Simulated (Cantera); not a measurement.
Input: 1 mol C2H2, 41 mol H2, 21 mol N2, at 22.0 bar.

Cantera equilibrium calculation (NASA polynomials, part measured and part estimated; ideal gas, pure solids and liquids). Candidate condensed phases: C, C6H6, C7H8, C8H18; 92 gas species. Equilibrium is a limit: real reactors are often held back by kinetics, nucleation or transport.

Q: What share of the C ends up in condensed phases as a function of T (K), at 650, 800, 950, 1100, 1250, 1400, 1550, 1700, 1850, 2000, 2150, 2300, 2450?

A: 
```json
[
 {"T (K)": "650", "C condensed (%)": "0.0", "as": "-"},
 {"T (K)": "800", "C condensed (%)": "0.0", "as": "-"},
 {"T (K)": "950", "C condensed (%)": "0.0", "as": "-"},
 {"T (K)": "1100", "C condensed (%)": "0.0", "as": "-"},
 {"T (K)": "1250", "C condensed (%)": "0.0", "as": "-"},
 {"T (K)": "1400", "C condensed (%)": "0.0", "as": "-"},
 {"T (K)": "1550", "C condensed (%)": "40.6", "as": "C(graphite)"},
 {"T (K)": "1700", "C condensed (%)": "62.0", "as": "C(graphite)"},
 {"T (K)": "1850", "C condensed (%)": "67.2", "as": "C(graphite)"},
 {"T (K)": "2000", "C condensed (%)": "60.9", "as": "C(graphite)"},
 {"T (K)": "2150", "C condensed (%)": "42.8", "as": "C(graphite)"},
 {"T (K)": "2300", "C condensed (%)": "10.5", "as": "C(graphite)"},
 {"T (K)": "2450", "C condensed (%)": "0.0", "as": "-"}
]
```
